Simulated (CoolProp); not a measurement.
Properties of p-xylene along the isobar 101 kPa.

The numbers come from the reference Helmholtz-energy equation of state, Zhou 2012 in CoolProp.

```tsv
T (K)	phase	Joule-Thomson coefficient (K/MPa)	viscosity (µPa s)
384	liquid	-0.3404	269
396.8	liquid	-0.3161	___
409.6	liquid	___	223
422.5	gas	32.95	8.96
435.3	gas	28.94	9.23
448.1	gas	___	9.51
460.9	gas	22.60	9.79
473.7	gas	___	10.1
486.6	gas	17.95	10.4
499.4	gas	16.12	___
512.2	gas	14.55	10.9
525	gas	___	11.2
```

**Question.** Complete the blanks.

**Answer.** 
- 396.8, viscosity (µPa s): 245
- 409.6, Joule-Thomson coefficient (K/MPa): -0.2897
- 448.1, Joule-Thomson coefficient (K/MPa): 25.52
- 473.7, Joule-Thomson coefficient (K/MPa): 20.10
- 499.4, viscosity (µPa s): 10.6
- 525, Joule-Thomson coefficient (K/MPa): 13.20

Viscosity comes from a separate model (Balogun 2015).
